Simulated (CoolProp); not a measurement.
A simple Rankine cycle with cyclopentane: condensing at 299.15 K, boiler at 0.57 MPa, turbine inlet 391.9 K, turbine efficiency 0.85, pump efficiency 0.8, no recuperator. Each further row changes one setting.

Model: reference Helmholtz-energy equation of state, Gedanitz 2015, in CoolProp.

```tsv
case	thermal efficiency (%)	net work (kJ/kg)	heat in (kJ/kg)	turbine exit temperature (K)	volume ratio over the turbine
as stated	16.3	85.1	522	323.8	11.9
turbine inlet 411.9 K	16.3	91.1	558	345.5	11.9
condensing temperature 291.15 K	17.7	94.9	(withheld)	315.8	(withheld)
boiler pressure 0.399 MPa	14.4	75.9	528	(withheld)	8.28
turbine efficiency 0.75	14.4	75.0	522	(withheld)	12.2
```

Question: Fill in the missing entries.

Answer: 
- condensing temperature 291.15 K, heat in (kJ/kg): 537
- condensing temperature 291.15 K, volume ratio over the turbine: 16.1
- boiler pressure 0.399 MPa, turbine exit temperature (K): 334.8
- turbine efficiency 0.75, turbine exit temperature (K): 331.3
